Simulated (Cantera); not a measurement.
Standard-state values (1 bar) from the NASA 1993 polynomials, evaluated with Cantera. Values are per mole of reaction as written; species without (g) are pure solids or liquids, kept so even where they would boil at 1 bar.

2 SiH3(g) ⇌ H2(g) + 2 SiH2(g)

```json
[
 {"T (K)": "700", "ΔH° (kJ)": "79.2", "ΔS° (J/K)": "128.5", "ΔG° (kJ)": "-10.7", "log10 K": "0.80"},
 {"T (K)": "750", "ΔH° (kJ)": "80.0", "ΔS° (J/K)": "129.5", "ΔG° (kJ)": "-17.2", "log10 K": "1.20"},
 {"T (K)": "800", "ΔH° (kJ)": "[?]", "ΔS° (J/K)": "[?]", "ΔG° (kJ)": "[?]", "log10 K": "[?]"},
 {"T (K)": "850", "ΔH° (kJ)": "81.3", "ΔS° (J/K)": "131.2", "ΔG° (kJ)": "-30.2", "log10 K": "1.86"},
 {"T (K)": "900", "ΔH° (kJ)": "81.9", "ΔS° (J/K)": "131.8", "ΔG° (kJ)": "-36.8", "log10 K": "2.14"},
 {"T (K)": "950", "ΔH° (kJ)": "82.3", "ΔS° (J/K)": "132.4", "ΔG° (kJ)": "-43.4", "log10 K": "2.39"},
 {"T (K)": "1000", "ΔH° (kJ)": "82.8", "ΔS° (J/K)": "132.8", "ΔG° (kJ)": "-50.0", "log10 K": "2.61"},
 {"T (K)": "1050", "ΔH° (kJ)": "[?]", "ΔS° (J/K)": "[?]", "ΔG° (kJ)": "[?]", "log10 K": "[?]"}
]
```

Task: Some entries are withheld; supply them.

Result: 
- 800, ΔH° (kJ): 80.7
- 800, ΔS° (J/K): 130.4
- 800, ΔG° (kJ): -23.7
- 800, log10 K: 1.55
- 1050, ΔH° (kJ): 83.1
- 1050, ΔS° (J/K): 133.2
- 1050, ΔG° (kJ): -56.7
- 1050, log10 K: 2.82
